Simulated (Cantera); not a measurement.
A closed system holds: 1 mol Cu, 0.018 mol O₂, 22 mol N₂, at 950 °C and 1 atm.

Method: chemical equilibrium by Gibbs-energy minimisation in Cantera with the NASA 1993 tables (ideal gas, pure condensed phases). Candidate condensed phases: Cu, CuO, Cu₂O; 12 gas species. Mutual solubility and eutectic melting of coexisting phases are not modelled. Rates play no part.

Base state: N₂ 1.00 (mole fractions); condensed: Cu(s) + Cu₂O(s).

Task: What changes in the equilibrium state with this change: pressure from 1 atm to 23.0 Pa?

Result: 
```
species        before     after
------------  -------  --------
N₂               1.00     0.999
O₂            1.57e-7  0.000692
Cu            2.26e-8   9.97e-5
NO            2.26e-7   1.50e-5
Cu(s), mol      0.928     0.987
Cu₂O(s), mol   0.0360   0.00520
```
